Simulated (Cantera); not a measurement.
A Cantera script and its output.

```python
import numpy as np
import cantera as ct

gas = ct.Solution("gri30.yaml")
gas.TPX = 550, 240000, {'CH4': 1, 'O2': 1.54, 'N2': 5.78}
flame = ct.FreeFlame(gas, width=0.022)
flame.set_refine_criteria(ratio=3, slope=0.08, curve=0.16)
flame.transport_model = "mixture-averaged"
flame.solve(loglevel=0, auto=True)
z, T = flame.grid, flame.T
thick = (T[-1] - T[0]) / np.gradient(T, z).max()
show = ['CH4', 'O2', 'HO2', 'HCN', 'NO', 'H']
print(f"laminar burning velocity  {flame.velocity[0] * 100:.3f} cm/s")
print(f"burnt temperature         {T[-1]:.1f} K")
print(f"thermal thickness         {thick * 1e3:.4f} mm")
print(f"grid points               {len(z)}")
z0 = z[flame.heat_release_rate.argmax()]
print(f"{'z/mm':>9s}{'T/K':>9s}{'u/(m/s)':>9s}" + "".join(f"{s:>11s}" for s in show))
rows = []
for k in (-3, -2, -1.5, -1, -0.5, -0.25, 0, 0.25, 0.5, 1, 2, 4, 8):
    zz = z0 + k * thick
    rows.append([k * thick, np.interp(zz, z, T), np.interp(zz, z, flame.velocity),
                 *(np.interp(zz, z, flame.X[gas.species_index(s)]) for s in show)])
    print(f"{rows[-1][0] * 1e3:9.3f}{rows[-1][1]:9.1f}{rows[-1][2]:9.3f}" + "".join(f"{x:11.3e}" for x in rows[-1][3:]))
```

Output:

```
laminar burning velocity  57.416 cm/s
burnt temperature         2234.8 K
thermal thickness         0.2271 mm
grid points               145
     z/mm      T/K  u/(m/s)        CH4         O2        HO2        HCN         NO          H
   -0.681    550.6    0.576  1.198e-01  1.846e-01  1.012e-07  9.688e-10  2.102e-09  1.135e-13
   -0.454    556.2    0.585  1.188e-01  1.834e-01  1.186e-06  1.560e-08  2.553e-08  1.408e-11
   -0.341    576.3    0.609  1.166e-01  1.813e-01  5.604e-06  9.433e-08  1.281e-07  4.518e-10
   -0.227    699.4    0.748  1.067e-01  1.709e-01  3.883e-05  9.675e-07  1.164e-06  1.433e-07
   -0.114   1183.5    1.291  6.972e-02  1.252e-01  1.088e-04  7.302e-06  9.820e-06  3.740e-05
   -0.057   1588.7    1.754  3.683e-02  7.977e-02  1.190e-04  1.580e-05  2.034e-05  3.808e-04
    0.000   1941.8    2.163  9.336e-03  3.366e-02  4.538e-05  3.004e-05  3.711e-05  2.148e-03
    0.057   2098.9    2.340  1.102e-03  1.006e-02  7.851e-06  3.884e-05  6.231e-05  4.525e-03
    0.114   2142.2    2.382  1.075e-04  2.994e-03  1.974e-06  3.069e-05  8.552e-05  5.530e-03
    0.227   2167.1    2.403  1.809e-06  6.790e-04  6.066e-07  1.372e-05  1.084e-04  5.289e-03
    0.454   2189.3    2.423  7.495e-09  3.143e-04  3.098e-07  3.547e-06  1.207e-04  4.111e-03
    0.908   2210.0    2.444  2.159e-11  1.484e-04  1.348e-07  6.112e-07  1.252e-04  2.790e-03
    1.817   2224.7    2.458  9.054e-13  5.852e-05  4.471e-08  8.957e-08  1.267e-04  1.738e-03
```

Detailed kinetics in Cantera: GRI-Mech 3.0 (53 species, 325 reactions). Burning velocities carry a grid error of a few per cent, more on coarse grids.
